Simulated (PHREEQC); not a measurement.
A solution holds 0.38 mol/kgw MgSO4, 0.0007 mol/kgw KCl and 0.0011 mol/kgw NaCl, at 25 °C. Closed to the air; pH follows from the charge balance.

Equilibrium calculation in PHREEQC: ion-association model, phreeqc.dat.

```yaml
ionic_strength: 0.574 mol/kgw
activity_of_water: 0.991
specific_conductance: 18700 µS/cm
density: 1.042 g/cm³
```

```tsv
species	molality	activity	log γ
MgSO4	0.237	0.270	0.057
Mg+2	0.143	0.0415	-0.538
SO4-2	0.143	0.0278	-0.712
Cl-	0.00180	0.00115	-0.193
Na+	0.000960	0.000688	-0.145
K+	0.000593	0.000376	-0.198
NaSO4-	0.000140	9.57e-5	-0.165
KSO4-	0.000107	7.33e-5	-0.165
MgOH+	9.85e-7	7.01e-7	-0.148
HSO4-	7.80e-7	5.75e-7	-0.132
H+	2.81e-7	2.13e-7	-0.119
```

No solid was allowed to form.
